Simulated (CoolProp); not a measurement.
A simple Rankine cycle with dimethyl carbonate: condensing at 297.15 K, boiler at 0.819 MPa, turbine inlet 461.6 K, turbine efficiency 0.8, pump efficiency 0.8, no recuperator. Each further row changes one setting.

The numbers come from the reference Helmholtz-energy equation of state, Zhou 2011 in CoolProp.

```csv
case,thermal efficiency (%),net work (kJ/kg),heat in (kJ/kg),turbine exit temperature (K),volume ratio over the turbine
as stated,21.2,___,631,___,104
turbine inlet 481.6 K,21.2,141,665,378.2,103
condensing temperature 289.15 K,22.3,144,646,___,156
boiler pressure 0.573 MPa,20.0,___,637,___,71.7
turbine efficiency 0.7,18.5,117,631,371.2,___
```

### Question
What belongs in the gaps?

### Answer

- as stated, net work (kJ/kg): 134
- as stated, turbine exit temperature (K): 358.7
- condensing temperature 289.15 K, turbine exit temperature (K): 350.9
- boiler pressure 0.573 MPa, net work (kJ/kg): 127
- boiler pressure 0.573 MPa, turbine exit temperature (K): 367.8
- turbine efficiency 0.7, volume ratio over the turbine: 108
